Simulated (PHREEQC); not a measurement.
Solution (75 °C): 22 mmol/kgw AgF and 11 mmol/kgw NaCl. It is in equilibrium with CO2 at log p = -3.4 (atm). Otherwise closed; pH follows from the charge balance.

The numbers come from PHREEQC with the ion-association model, wateq4f.dat.

This is a speciation only: nothing precipitates in the calculation.

**Question.** Predict the pH.

**Answer.** pH 6.70.

**Question.** In which forms is Ag present?

**Answer.** Ag+ 57 %, AgCl 40 %, AgCl2- 2.9 %, AgF 1.0 % of the Ag.

Saturation is exceeded, for instance for Cerargyrite; the values hold only as long as no solid forms. At this temperature some constants are extrapolated from 25 °C, and those without enthalpy data are left unchanged.
